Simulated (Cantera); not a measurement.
## Low-pressure radical oxidation in H2/O2

An isothermal, constant-pressure homogeneous reactor starts with 10.2 % H2, 78.1 % O2, 11.7 % N2, equivalence ratio 0.065, at 1223 K and 24.8 Torr.

Computed with Cantera and the H2/O2 subset of GRI-Mech 3.0, which has no nitrogen chemistry. Radical loss at walls, strong at low pressure, is not modelled. The temperature is held fixed by assumption; the heat of reaction is taken as removed at once.

```csv
t (s),x H2,x O2,x H2O,x OH,x O,x H
6.00e-5,0.102,0.781,1.95e-8,1.17e-8,1.70e-8,1.90e-8
0.000194,0.102,0.781,1.56e-6,5.38e-7,8.31e-7,7.73e-7
0.000629,0.0429,0.744,0.0437,0.00924,0.0217,0.0209
0.00204,0.00260,0.729,0.0899,0.00568,0.0373,0.0161
0.00660,0.00101,0.755,0.101,0.00355,0.0135,0.00351
0.0214,0.000146,0.767,0.106,0.00134,0.00192,0.000185
0.0693,1.53e-5,0.769,0.107,0.000442,0.000205,6.50e-6
0.224,2.11e-6,0.769,0.107,0.000167,2.90e-5,3.46e-7
0.727,3.99e-7,0.770,0.107,7.33e-5,5.61e-6,2.94e-8
2.35,9.45e-8,0.770,0.107,3.59e-5,1.34e-6,3.46e-9
7.63,2.76e-8,0.770,0.107,1.95e-5,3.96e-7,5.54e-10
24.7,1.44e-8,0.770,0.107,1.40e-5,2.06e-7,2.10e-10
80.0,1.37e-8,0.770,0.107,1.37e-5,1.96e-7,1.95e-10
```
x: mole fraction; the columns are a selection and need not sum to one.

Equilibrium at this temperature and pressure: H2 1.37e-8, O2 0.770, H2O 0.107, OH 1.37e-5, O 1.96e-7, H 1.95e-10 (gas phase only).
